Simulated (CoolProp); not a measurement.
Vapour-liquid equilibrium of R1234ze(E) (1) + R227EA (2) at 0.652 MPa; x and y are mole fractions of (1).

Values from CoolProp's multi-fluid Helmholtz-energy mixture model, Thol 2016 and Lemmon 2016; pair parameters Bell 2023.

```csv
x,bubble temperature (K),y at the bubble point,dew temperature at overall composition x (K),liquid density (mol/L)
0.05,310.2,0.056,310.2,7.927
0.125,309.8,0.138,309.8,8.058
0.2,309.4,0.218,309.5,8.192
0.275,309.0,0.296,309.1,8.330
0.35,308.7,0.372,308.8,8.473
0.425,308.4,0.446,308.5,8.619
0.5,308.1,0.519,308.2,8.771
0.575,307.9,0.591,308.0,8.927
0.65,307.7,0.663,307.8,9.089
0.725,307.6,0.734,307.6,9.257
0.8,307.5,0.805,307.5,9.431
0.875,307.4,0.877,307.4,9.611
0.95,307.3,0.950,307.3,9.799
```

No azeotrope shows between x = 0.05 and 0.95.

Pair parameters are fitted to limited data, so mixtures are less certain than the pure fluids.
